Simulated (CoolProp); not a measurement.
Vapour-liquid equilibrium of ammonia (1) + n-pentane (2) at 81.25 °C; x and y are mole fractions of (1).

Values from CoolProp's multi-fluid Helmholtz-energy mixture model, Gao 2020 and Thol 2019; pair parameters Bell 2016.

```tsv
x	bubble pressure, mixture model (MPa)	bubble pressure, Raoult's law (MPa)	y, mixture model	y, Raoult's law
0.05	…	0.5737	0.450	0.371
0.125	1.330	0.8643	0.702	0.615
0.2	1.997	1.155	0.795	0.737
0.275	…	1.446	0.836	0.809
0.35	…	1.736	0.857	0.858
0.425	…	2.027	0.868	0.892
0.5	…	2.317	0.874	0.918
0.575	3.648	2.608	0.879	0.938
0.65	…	2.899	0.884	0.954
0.725	3.845	3.189	0.891	0.967
0.8	…	3.480	0.904	0.978
0.875	…	3.770	0.925	0.987
0.95	4.208	4.061	0.961	0.995
```

Task: Complete the blanks.

Result: 
- 0.05, bubble pressure, mixture model (MPa): 0.7089
- 0.275, bubble pressure, mixture model (MPa): 2.594
- 0.35, bubble pressure, mixture model (MPa): 3.050
- 0.425, bubble pressure, mixture model (MPa): 3.351
- 0.5, bubble pressure, mixture model (MPa): 3.533
- 0.65, bubble pressure, mixture model (MPa): 3.743
- 0.8, bubble pressure, mixture model (MPa): 3.964
- 0.875, bubble pressure, mixture model (MPa): 4.092

The largest gap from Raoult's law is +79.4 % in bubble pressure, at x = 0.275. No azeotrope shows between x = 0.05 and 0.95.

Pair parameters are fitted to limited data, so mixtures are less certain than the pure fluids. With so large a gap from Raoult's law the liquid may split in two, which this calculation doesn't test in full.
